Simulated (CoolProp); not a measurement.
Vapour pressure (kPa) of C3F8 (R218): the reference equation beside estimates from Tc = 71.9 °C, pc = 2640 kPa, ω = 0.317. Clausius-Clapeyron is anchored at -67.25 °C with a constant enthalpy of vaporisation of 21.72 kJ/mol.

Values from CoolProp's reference Helmholtz-energy equation of state, Lemmon 2006. It is a short technical equation, of lower accuracy than the large ones.

| T (°C) | reference | Clausius-Clapeyron | Redlich-Kwong |
|---|---|---|---|
| -107.35 | 0.7584 | 0.9287 | 3.380 |
| -97.35 | 2.028 | 2.275 | 7.718 |
| -87.25 | 4.825 | 5.101 | 15.87 |
| -77.25 | 10.25 | 10.45 | 29.55 |
| -67.25 | 19.97 | 19.97 | 51.08 |
| -57.15 | 36.35 | 36.14 | 83.33 |
| -47.15 | 61.81 | 61.71 | 128.4 |
| -37.15 | 99.68 | 100.7 | 189.4 |
| -27.05 | 154.3 | 158.6 | 270.0 |
| -17.05 | 228.6 | 240.1 | 371.6 |
| -6.95 | 328.6 | 353.5 | 499.0 |
| 3.05 | 457.1 | 504.3 | 652.4 |
| 13.05 | 620.0 | 701.8 | 835.5 |

Absolute difference from the reference over all 13 rows, mean and median: Clausius-Clapeyron 6.4 and 5.0 %, Redlich-Kwong 137.9 and 107.7 %.
